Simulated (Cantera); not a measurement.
Input (Python, Cantera) and output of one run.

```python
import numpy as np
import cantera as ct

gas_names = """
    B BF BF2 BF3 BH BHF2 BH2 BH3 BN B2 F F2 H HF H2 H2F2 H3F3 H4F4 H5F5 H6F6 H7F7 N NF NF2 NF3 NH NH2
    NH3 N2 N2H2 N2H4
""".split()
cond_names = """
    B(b) B(L) BN(s)
""".split()


# ... load() reads the species with a 1 bar reference pressure and builds the phases ...
atoms = {
    'BF3': {'B': 1, 'F': 3},
    'N2': {'N': 2},
    'H2': {'H': 2},
}
top_T = {'BN(s)': 3200}  # K; cautious upper limits of use, not melting points


# ... equilibrate(T, P, feed) seeds the gas with the atoms and calls Mixture.equilibrate('TP', solver="vcs", rtol=1e-11, max_steps=5000) ...
results = []
feed = {'BF3': 1, 'N2': 1.4, 'H2': 2.3}  # mol
T = 1798  # K
P = 100000  # Pa
mix = equilibrate(T, P, feed)
results.append((T, P, feed, dict(zip(mix.species_names, mix.species_moles))))
print(gas.report(threshold=0.001))
for i in range(1, mix.n_phases):
    print(f"{mix.phase(i).name:16s} {mix.phase_moles(i):12.5e} mol")
```

Result:

```
       temperature   1798 K
          pressure   1e+05 Pa
           density   0.1568 kg/m^3
  mean mol. weight   23.441 kg/kmol
   phase of matter   gas

                          1 kg             1 kmol
                     ---------------   ---------------
          enthalpy       -7.4901e+06       -1.7558e+08  J
   internal energy       -8.1279e+06       -1.9052e+08  J
           entropy             10844         2.542e+05  J/K
    Gibbs function       -2.6988e+07       -6.3262e+08  J
 heat capacity c_p              1855             43483  J/K
 heat capacity c_v            1500.3             35169  J/K

                      mass frac. Y      mole frac. X     chem. pot. / RT
                     ---------------   ---------------   ---------------
               BF2           0.01137         0.0054608           -80.044
               BF3           0.54628           0.18885           -115.78
              BHF2          0.016483         0.0077565           -90.003
                HF          0.036873          0.043203           -45.699
                H2          0.039758           0.46228           -19.918
                N2             0.349           0.29203           -27.818
     [  +25 minor]        0.00023353         0.0004172

B(b)              0.00000e+00 mol
BN(s)             4.65761e-02 mol
```

Equilibrium computed with Cantera from the NASA thermochemical tables; the gas is ideal and each condensed phase is pure. The tables' values for BF2 are old estimates; treat these amounts as uncertain.
